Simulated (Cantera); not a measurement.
An adiabatic, constant-pressure homogeneous reactor starts with 10.4 % CH₄, 18.8 % O₂, 70.8 % N₂, equivalence ratio 1.1, at 1773 K and 1.01 bar.

Cantera simulation using GRI-Mech 3.0 (53 species, 325 reactions); the numbers are that mechanism's predictions, not measurements.

Problem. Predict: time of steepest temperature rise; temperature at 0.600 s; equilibrium temperature; x(O₂) at 0.600 s; x(H) at 0.600 s; x(CO₂) at 0.600 s.

Solution. 
```
Property                                                          Result
---------------------------------  -------------------------------------
time of steepest temperature rise                               0.134 ms
temperature at 0.600 s                                            2844 K
equilibrium temperature                                           2844 K
x(O₂) at 0.600 s                   0.0156 (gas-phase equilibrium 0.0156)
x(H) at 0.600 s                    0.0165 (gas-phase equilibrium 0.0165)
x(CO₂) at 0.600 s                  0.0393 (gas-phase equilibrium 0.0393)
```
